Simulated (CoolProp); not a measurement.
cis-2-butene along the isotherm 222.45 °C: fugacity coefficient from the reference equation and from simpler models built on Tc = 162.6 °C, pc = 4.236 MPa, ω = 0.202; each cubic takes its own stable root.

The numbers come from the reference Helmholtz-energy equation of state, Lemmon 2005 in CoolProp. It is a short technical equation, of lower accuracy than the large ones.

```csv
p (MPa),phase,reference
0.067,gas,0.9964
0.101,gas,0.9946
0.152,gas,0.9918
0.23,gas,0.9877
0.347,gas,0.9814
0.523,gas,0.9721
0.79,gas,0.9580
1.19,gas,0.9370
1.8,gas,0.9054
2.71,gas,0.8593
4.09,gas,0.7914
6.17,supercritical,0.6944
9.31,supercritical,0.5696
14,supercritical,0.4605
21.2,supercritical,0.3889
```

Q: How far does each simpler model (van der Waals, Redlich-Kwong, Soave-Redlich-Kwong) lie from the reference over these 15 states: mean and median of the absolute difference, and the worst?

A: 
- van der Waals: mean 1.0 %, median 0.3 %, worst +8.1 % at 222.45 °C and 21.2 MPa
- Redlich-Kwong: mean 0.4 %, median 0.2 %, worst +1.9 % at 222.45 °C and 21.2 MPa
- Soave-Redlich-Kwong: mean 1.7 %, median 0.2 %, worst +9.6 % at 222.45 °C and 21.2 MPa
